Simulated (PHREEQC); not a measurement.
Make-up at 25 °C: 180 mmol/kgw H2SO4, 12 mmol/kgw Al2(SO4)3 and 0.095 mmol/kgw MnSO4. Closed to the air; pH follows from the charge balance.

Equilibrium calculation in PHREEQC: ion-association model, wateq4f.dat.

Precipitation was switched off in this run.

Task: Order these S species by the share of S that they hold, largest first: AlSO4+, Al(SO4)2-, HSO4-, AlHSO4+2, SO4-2.

Result: HSO4- (75 %), SO4-2 (14 %), AlSO4+ (7.3 %), Al(SO4)2- (3.5 %), AlHSO4+2 (0.24 %)

The pH is 0.81 and the ionic strength 0.267 mol/kgw.
